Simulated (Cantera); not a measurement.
Charge: 1 mol MgO, 0.11 mol H₂S, 0.81 mol O₂, held at 1523.15 K and 1.40 bar.

Equilibrium computed with Cantera from the NASA thermochemical tables; the gas is ideal and each condensed phase is pure. Candidate condensed phases: H₂O, H₂SO₄, Mg, MgO, Mg(OH)₂, MgS, MgSO₄, S; 26 gas species. Equilibrium is a limit: real reactors are often held back by kinetics, nucleation or transport.

Base state: O₂ 0.745, H₂O 0.127, SO₂ 0.123, SO₃ 0.00419, OH 0.000136 (mole fractions); condensed: MgO(s).

**Question.** What changes in the equilibrium state with this change: pressure from 1.40 bar to 19.0 mbar?

**Answer.** 
```
species        before     after
-----------  --------  --------
O₂              0.745     0.745
H₂O             0.127     0.127
SO₂             0.123     0.127
SO₃           0.00419  0.000502
O             4.03e-6   3.46e-5
OH           0.000136  0.000397
MgO(s), mol      1.00      1.00
```

**Question.** What changes in the equilibrium state with this change: H₂S from 0.11 to 1.4 mol?

**Answer.** 
| species | before | after |
|---|---|---|
| H₂O | 0.127 | 0.520 |
| S₂ | <1e-9 | 0.219 |
| SO₂ | 0.123 | 0.116 |
| O₂ | 0.745 | <1e-9 |
| H₂S | <1e-9 | 0.0872 |
| H₂ | 3.20e-7 | 0.0484 |
| S₂O | <1e-9 | 0.00589 |
| SH | <1e-9 | 0.00183 |
| SO₃ | 0.00419 | 1.06e-7 |
| SO | 6.12e-8 | 0.00213 |
| MgO(s), mol | 1.00 | 1.00 |

**Question.** What changes in the equilibrium state with this change: temperature from 1523.15 K to 1898.15 K?

**Answer.** 
```csv
species,before,after
O₂,0.745,0.745
H₂O,0.127,0.126
SO₂,0.123,0.126
SO₃,0.00419,0.000979
OH,0.000136,0.00172
O,4.03e-6,0.000214
H₂,3.20e-7,1.59e-5
"MgO(s), mol",1.00,1.000
```
